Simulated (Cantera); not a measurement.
**Stirred combustor or abatement burner**

A perfectly stirred reactor is fed with 41.1 % CO, 1.60 % H2, 1.23 % CH4, 14.9 % O2, 41.1 % N2, equivalence ratio 1.6, at 3750 Torr; it is adiabatic with a 448 K inlet, and is followed from long to short residence time, starting on the burning branch (τ in s: 0.049, 0.021, 0.0086, 0.0036, 0.0015, 0.00062, 0.00026, 0.00011, 4.5e-05, 1.9e-05).

Cantera simulation using GRI-Mech 3.0 (53 species, 325 reactions); the numbers are that mechanism's predictions, not measurements.

```
τ (s)    T (K)   x CO     x H2    x CH4    x CH3    x HO2
-------  -----  -----  -------  -------  -------  -------
0.049     2597  0.205  0.00456  1.56e-7  1.26e-7  4.45e-7
0.021     2593  0.205  0.00457  3.44e-7  2.71e-7  4.95e-7
0.0086    2583  0.206  0.00459  7.41e-7  5.66e-7  6.15e-7
0.0036    2564  0.208  0.00464  1.45e-6  1.04e-6  8.69e-7
0.0015    2527  0.211  0.00474  2.64e-6  1.71e-6  1.40e-6
0.00062   2464  0.217  0.00493  4.66e-6  2.63e-6  2.49e-6
0.00026   2369  0.225  0.00522  8.30e-6  3.91e-6  4.70e-6
0.00011   2244  0.236  0.00558  1.56e-5  5.89e-6  8.95e-6
4.5e-5    2084  0.248  0.00589  3.37e-5  9.46e-6  1.71e-5
1.9e-5    1895  0.264  0.00594  8.69e-5  1.63e-5  3.23e-5
```
x: mole fraction; the columns are a selection and need not sum to one.
